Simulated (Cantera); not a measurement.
Cantera run:

```python
import numpy as np
import cantera as ct

gas_names = """
    N NO NO2 NO3 N2 N2O O O2 O3 Si SiN SiO SiO2 Si2 Si2N Si3
""".split()
cond_names = """
    Si(cr) Si(L) SiO2(Lqz) SiO2(hqz) SiO2(L) Si2N2O(s) Si3N4(a)
""".split()


# ... load() reads the species with a 1 bar reference pressure and builds the phases ...
atoms = {
    'Si3N4': {'Si': 3, 'N': 4},
    'O2': {'O': 2},
    'N2': {'N': 2},
}
top_T = {'Si2N2O(s)': 2100, 'Si3N4(a)': 2400}  # K; cautious upper limits of use, not melting points


# ... equilibrate(T, P, feed) seeds the gas with the atoms and calls Mixture.equilibrate('TP', solver="vcs", rtol=1e-11, max_steps=5000) ...
results = []
P = 133.322  # Pa
for T in [1298, 1348, 1398, 1448, 1498, 1548, 1598, 1648, 1698, 1748]:
    for m in [3.5, 4.9, 6.8, 9.4, 13, 18, 25, 35, 48, 67]:
        feed = {'Si3N4': 1, 'O2': 0.25, 'N2': m}  # mol
        mix = equilibrate(T, P, feed)
        results.append((T, P, feed, dict(zip(mix.species_names, mix.species_moles))))

for T, P, feed, n in results:
    print(f"{T:7g} {feed['N2']:10.4g}  " + (" + ".join(c for c in cond_names if n.get(c, 0) > 1e-12) or "gas only"))
```

Output:

```
   1298        3.5  Si2N2O(s) + Si3N4(a)
   1298        4.9  Si2N2O(s) + Si3N4(a)
   1298        6.8  Si2N2O(s) + Si3N4(a)
   1298        9.4  Si2N2O(s) + Si3N4(a)
   1298         13  Si2N2O(s) + Si3N4(a)
   1298         18  Si2N2O(s) + Si3N4(a)
   1298         25  Si2N2O(s) + Si3N4(a)
   1298         35  Si2N2O(s) + Si3N4(a)
   1298         48  Si2N2O(s) + Si3N4(a)
   1298         67  Si2N2O(s) + Si3N4(a)
   1348        3.5  Si2N2O(s) + Si3N4(a)
   1348        4.9  Si2N2O(s) + Si3N4(a)
   1348        6.8  Si2N2O(s) + Si3N4(a)
   1348        9.4  Si2N2O(s) + Si3N4(a)
   1348         13  Si2N2O(s) + Si3N4(a)
   1348         18  Si2N2O(s) + Si3N4(a)
   1348         25  Si2N2O(s) + Si3N4(a)
   1348         35  Si2N2O(s) + Si3N4(a)
   1348         48  Si2N2O(s) + Si3N4(a)
   1348         67  Si2N2O(s) + Si3N4(a)
   1398        3.5  Si2N2O(s) + Si3N4(a)
   1398        4.9  Si2N2O(s) + Si3N4(a)
   1398        6.8  Si2N2O(s) + Si3N4(a)
   1398        9.4  Si2N2O(s) + Si3N4(a)
   1398         13  Si2N2O(s) + Si3N4(a)
   1398         18  Si2N2O(s) + Si3N4(a)
   1398         25  Si2N2O(s) + Si3N4(a)
   1398         35  Si2N2O(s) + Si3N4(a)
   1398         48  Si2N2O(s) + Si3N4(a)
   1398         67  Si2N2O(s) + Si3N4(a)
   1448        3.5  Si2N2O(s) + Si3N4(a)
   1448        4.9  Si2N2O(s) + Si3N4(a)
   1448        6.8  Si2N2O(s) + Si3N4(a)
   1448        9.4  Si2N2O(s) + Si3N4(a)
   1448         13  Si2N2O(s) + Si3N4(a)
   1448         18  Si2N2O(s) + Si3N4(a)
   1448         25  Si2N2O(s) + Si3N4(a)
   1448         35  Si2N2O(s) + Si3N4(a)
   1448         48  Si2N2O(s) + Si3N4(a)
   1448         67  Si2N2O(s) + Si3N4(a)
   1498        3.5  Si2N2O(s) + Si3N4(a)
   1498        4.9  Si2N2O(s) + Si3N4(a)
   1498        6.8  Si2N2O(s) + Si3N4(a)
   1498        9.4  Si2N2O(s) + Si3N4(a)
   1498         13  Si2N2O(s) + Si3N4(a)
   1498         18  Si2N2O(s) + Si3N4(a)
   1498         25  Si2N2O(s) + Si3N4(a)
   1498         35  Si2N2O(s) + Si3N4(a)
   1498         48  Si2N2O(s) + Si3N4(a)
   1498         67  Si2N2O(s) + Si3N4(a)
   1548        3.5  Si2N2O(s) + Si3N4(a)
   1548        4.9  Si2N2O(s) + Si3N4(a)
   1548        6.8  Si2N2O(s) + Si3N4(a)
   1548        9.4  Si2N2O(s) + Si3N4(a)
   1548         13  Si2N2O(s) + Si3N4(a)
   1548         18  Si2N2O(s) + Si3N4(a)
   1548         25  Si2N2O(s) + Si3N4(a)
   1548         35  Si2N2O(s) + Si3N4(a)
   1548         48  Si2N2O(s) + Si3N4(a)
   1548         67  Si2N2O(s) + Si3N4(a)
   1598        3.5  Si2N2O(s) + Si3N4(a)
   1598        4.9  Si2N2O(s) + Si3N4(a)
   1598        6.8  Si2N2O(s) + Si3N4(a)
   1598        9.4  Si2N2O(s) + Si3N4(a)
   1598         13  Si2N2O(s) + Si3N4(a)
   1598         18  Si2N2O(s) + Si3N4(a)
   1598         25  Si2N2O(s) + Si3N4(a)
   1598         35  Si2N2O(s) + Si3N4(a)
   1598         48  Si2N2O(s) + Si3N4(a)
   1598         67  Si2N2O(s) + Si3N4(a)
   1648        3.5  Si2N2O(s) + Si3N4(a)
   1648        4.9  Si2N2O(s) + Si3N4(a)
   1648        6.8  Si2N2O(s) + Si3N4(a)
   1648        9.4  Si2N2O(s) + Si3N4(a)
   1648         13  Si2N2O(s) + Si3N4(a)
   1648         18  Si2N2O(s) + Si3N4(a)
   1648         25  Si2N2O(s) + Si3N4(a)
   1648         35  Si2N2O(s) + Si3N4(a)
   1648         48  Si3N4(a)
   1648         67  Si3N4(a)
   1698        3.5  Si(L) + Si2N2O(s)
   1698        4.9  Si(L) + Si2N2O(s)
   1698        6.8  Si(L) + Si2N2O(s)
   1698        9.4  Si(L)
   1698         13  Si(L)
   1698         18  Si(L)
   1698         25  Si(L)
   1698         35  Si(L)
   1698         48  Si(L)
   1698         67  Si(L)
   1748        3.5  Si(L)
   1748        4.9  Si(L)
   1748        6.8  Si(L)
   1748        9.4  Si(L)
   1748         13  Si(L)
   1748         18  Si(L)
   1748         25  Si(L)
   1748         35  Si(L)
   1748         48  Si(L)
   1748         67  Si(L)
```

These are equilibrium values from Cantera (NASA tables, ideal gas, pure condensed phases), not measurements of a reactor. Mutual solubility and eutectic melting of coexisting phases are not modelled.
